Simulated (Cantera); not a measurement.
Premixed flame

A freely propagating, adiabatic, planar premixed flame of H2 : O2 : N2 = 1 : 0.167 : 0.65 (molar parts), equivalence ratio 3.0, unburnt at 425 K and 750 Torr; mixture-averaged transport, grid criteria slope 0.08 and curve 0.16, no radiation.

Model: the H2/O2 subset of GRI-Mech 3.0, which has no nitrogen chemistry, integrated in Cantera. Burning velocities carry a grid error of a few per cent, more on coarse grids.

```csv
z (mm),T (K),u (m/s),x H2,x O2,x H2O,x OH,x H,x O
-1.30,425,3.99,0.550,0.0919,<1e-8,<1e-8,<1e-8,<1e-8
-0.864,425,3.99,0.550,0.0919,<1e-8,<1e-8,<1e-8,<1e-8
-0.648,425,3.99,0.550,0.0919,2.21e-8,<1e-8,<1e-8,<1e-8
-0.432,425,4.00,0.550,0.0919,1.52e-6,<1e-8,<1e-8,1.27e-8
-0.216,474,4.40,0.544,0.0922,0.00168,5.83e-5,9.96e-5,8.52e-6
-0.108,738,6.67,0.513,0.0846,0.0246,0.000398,0.00486,0.000141
0,1080,9.54,0.454,0.0599,0.0804,0.000614,0.0248,0.000840
0.108,1314,11.6,0.395,0.0240,0.150,0.000973,0.0477,0.00106
0.216,1426,12.5,0.371,0.00631,0.184,0.000882,0.0552,0.000457
0.432,1518,13.3,0.368,0.000470,0.196,0.000830,0.0504,0.000121
0.864,1603,13.9,0.376,2.46e-5,0.198,0.000817,0.0394,7.17e-5
1.73,1681,14.5,0.383,1.00e-5,0.199,0.000718,0.0282,4.26e-5
3.45,1746,15.0,0.390,4.83e-6,0.200,0.000552,0.0186,2.07e-5
```
x: mole fraction of selected species; z is measured from the peak of heat release.

```yaml
laminar_burning_velocity: 399 cm/s
thermal_thickness: 0.432 mm
peak x(OH): 0.000974
peak x(H): 0.0553
peak x(O): 0.00117
grid_points: 124
```
